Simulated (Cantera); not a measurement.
Input: 1 mol (CH3)2SiCl2, 0.42 mol HCl, 40 mol H2, equilibrated at 58.0 mbar.

Cantera equilibrium calculation (NASA polynomials, part measured and part estimated; ideal gas, pure solids and liquids). Candidate condensed phases: C, C6H6, C7H8, C8H18, Si, SiC; 109 gas species. The feed counts by its element totals alone. The tables' values for SiCl are old estimates; treat these amounts as uncertain. Gases not in the tables: Si2H6 and higher silanes. Rates play no part.

x: gas mole fraction; n: condensed amount in mol.

```tsv
T (°C)	x H2	x H	x HCl	x Si	x C2H2 (acetylene)	x CH4	x Cl	n C(graphite)	n SiC(s)
750	0.943	1.67e-8	0.0524	<1e-12	1.98e-9	0.00387	8.56e-10	0.855	0.974
950	0.945	1.21e-6	0.0544	<1e-12	1.48e-7	0.000690	6.02e-8	0.971	0.998
1150	0.945	…	0.0544	…	…	…	…	0.993	0.998
1350	0.945	0.000279	0.0542	3.06e-8	3.29e-5	7.68e-5	1.26e-5	0.999	0.994
1550	0.944	0.00175	0.0539	2.04e-6	0.000199	3.69e-5	7.61e-5	0.992	0.989
1750	0.938	…	0.0531	…	…	…	…	0.947	0.977
1950	0.918	0.0255	0.0513	0.000912	0.00266	1.22e-5	0.00103	0.837	0.910
2150	0.861	0.0683	0.0470	0.00898	0.00666	7.34e-6	0.00265	0.854	0.293
```

Task: Complete the blanks.

Result: 
- 1150, x H: 2.68e-5
- 1150, x Si: 1.40e-10
- 1150, x C2H2 (acetylene): 3.25e-6
- 1150, x CH4: 0.000197
- 1150, x Cl: 1.26e-6
- 1750, x H: 0.00764
- 1750, x Si: 5.85e-5
- 1750, x C2H2 (acetylene): 0.000838
- 1750, x CH4: 2.04e-5
- 1750, x Cl: 0.000321
